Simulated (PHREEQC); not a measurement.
# Ultrapure water in contact with air or piping: an equilibrium model

A made-up water analysis in mg/kgw, 25 °C, pH 6.16, pe 8.2:

```tsv
constituent	mg/kgw
Na	0.0721
K	0.00132
Ca	0.0693
Mg	0.0214
Cl	0.131
S(6) as SO4	0.0773
Alkalinity as HCO3	0.178
N(5) as NO3	0.000179
Sr	0.000171
Ba	0.00133
Br	0.000529
Pb	0.00425
O(0) (dissolved oxygen)	0.000291
```

Valence states are taken as typed.

Equilibrium calculation in PHREEQC: ion-association model, phreeqc.dat.

```yaml
ionic_strength: 1.25e-5 mol/kgw
charge_balance_error: 1.2 %
```

```csv
species,molality,activity,log γ
CO2,5.57e-6,5.57e-6,0.000
Cl-,3.70e-6,3.68e-6,-0.002
HCO3-,3.60e-6,3.58e-6,-0.002
Na+,3.14e-6,3.12e-6,-0.002
Ca+2,1.73e-6,1.70e-6,-0.007
Mg+2,8.80e-7,8.66e-7,-0.007
SO4-2,8.04e-7,7.91e-7,-0.007
H+,6.95e-7,6.92e-7,-0.002
K+,3.38e-8,3.36e-8,-0.002
Pb+2,1.98e-8,1.95e-8,-0.007
```

This is a speciation only: nothing precipitates in the calculation.
